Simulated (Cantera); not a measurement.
Adiabatic ignition

An adiabatic, constant-pressure homogeneous reactor starts with 24.9 % H₂, 15.8 % O₂, 59.3 % N₂, equivalence ratio 0.79, at 1725 K and 3.06 atm.

Detailed kinetics in Cantera: GRI-Mech 3.0 (53 species, 325 reactions). The hydrogen kinetics of GRI-Mech 3.0 are dated; newer H2 mechanisms differ, most at raised pressure.

```tsv
t (s)	T (K)	x H₂	x O₂	x NO	x H	x H₂O₂	x H₂O
1.00e-6	1725	0.249	0.158	9.02e-12	0.000226	3.28e-7	0.000268
4.06e-6	2248	0.0451	0.0482	4.75e-5	0.0597	9.90e-7	0.167
1.65e-5	2845	0.0307	0.0395	0.000494	0.0185	8.60e-7	0.213
6.71e-5	2955	0.0258	0.0367	0.00332	0.0127	1.22e-6	0.225
0.000273	2947	0.0262	0.0337	0.0111	0.0124	1.16e-6	0.225
0.00111	2943	0.0265	0.0320	0.0157	0.0123	1.13e-6	0.225
0.00451	2943	0.0265	0.0319	0.0158	0.0123	1.12e-6	0.225
0.0183	2943	0.0265	0.0319	0.0158	0.0123	1.12e-6	0.225
0.0745	2943	0.0265	0.0319	0.0158	0.0123	1.12e-6	0.225
0.303	2943	0.0265	0.0319	0.0158	0.0123	1.12e-6	0.225
1.23	2943	0.0265	0.0319	0.0158	0.0123	1.12e-6	0.225
5.00	2943	0.0265	0.0319	0.0158	0.0123	1.12e-6	0.225
```
x: mole fraction; the columns are a selection and need not sum to one.

- time of steepest temperature rise: 2.32 µs
- temperature at 5.00 s: 2943 K
- equilibrium temperature: 2943 K
- x(H₂) at 5.00 s: 0.0265 (gas-phase equilibrium 0.0265)
- x(O₂) at 5.00 s: 0.0319 (gas-phase equilibrium 0.0319)
- x(NO) at 5.00 s: 0.0158 (gas-phase equilibrium 0.0158)
